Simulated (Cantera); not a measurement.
Input: 1 mol CH3OH, 0.14 mol CO2, 0.86 mol H2O, at 100000 Pa.

Cantera equilibrium calculation (NASA polynomials, part measured and part estimated; ideal gas, pure solids and liquids). Candidate condensed phases: C, C6H6, C7H8, C8H18, H2O; 110 gas species. Equilibrium is a limit: real reactors are often held back by kinetics, nucleation or transport.

### Question
Which condensed phases are stable at each of these points (T (K)): 648, 723, 798, 873, 948, 1023, 1098, 1173, 1248, 1323, 1398?

### Answer
```json
[
 {"T (K)": "648", "condensed phases": "C(graphite)", "C condensed (%)": "6.1"},
 {"T (K)": "723", "condensed phases": "C(graphite)", "C condensed (%)": "5.6"},
 {"T (K)": "798", "condensed phases": "C(graphite)", "C condensed (%)": "4.6"},
 {"T (K)": "873", "condensed phases": "gas only", "C condensed (%)": "0.0"},
 {"T (K)": "948", "condensed phases": "gas only", "C condensed (%)": "0.0"},
 {"T (K)": "1023", "condensed phases": "gas only", "C condensed (%)": "0.0"},
 {"T (K)": "1098", "condensed phases": "gas only", "C condensed (%)": "0.0"},
 {"T (K)": "1173", "condensed phases": "gas only", "C condensed (%)": "0.0"},
 {"T (K)": "1248", "condensed phases": "gas only", "C condensed (%)": "0.0"},
 {"T (K)": "1323", "condensed phases": "gas only", "C condensed (%)": "0.0"},
 {"T (K)": "1398", "condensed phases": "gas only", "C condensed (%)": "0.0"}
]
```

From 648 K to 798 K the condensed part is C(graphite). From 873 K to 1398 K nothing is condensed.
